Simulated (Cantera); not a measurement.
# Transport properties of process gases

Gas mixture: 100 % O2, at 30.0 Pa, frozen composition.

Cantera's kinetic-theory transport with the Lennard-Jones parameters of GRI-Mech 3.0, ideal gas; thermal conductivity in the mixture-averaged form.

```tsv
T (K)	ρ (kg/m³)	cp (J/kg/K)	μ (µPa s)	λ (mW/m/K)	Pr	D (cm²/s) N2	D (cm²/s) NO	D (cm²/s) CH3
400	0.000289	941.4	25.6	33.9	0.713	1170	1150	1280
600	0.000192	1003	34.1	48.2	0.709	2330	2290	2580
800	0.000144	1055	41.4	61.4	0.710	3790	3720	4200
1000	0.000115	1090	47.9	73.6	0.710	5500	5400	6120
1200	9.62e-5	1114	54.0	84.9	0.708	7460	7320	8300
1400	8.25e-5	1134	59.7	95.7	0.707	9630	9460	10700
1600	7.22e-5	1151	65.1	106	0.707	12000	11800	13400
```
D: mixture-averaged diffusion coefficient of that species in the mixture.
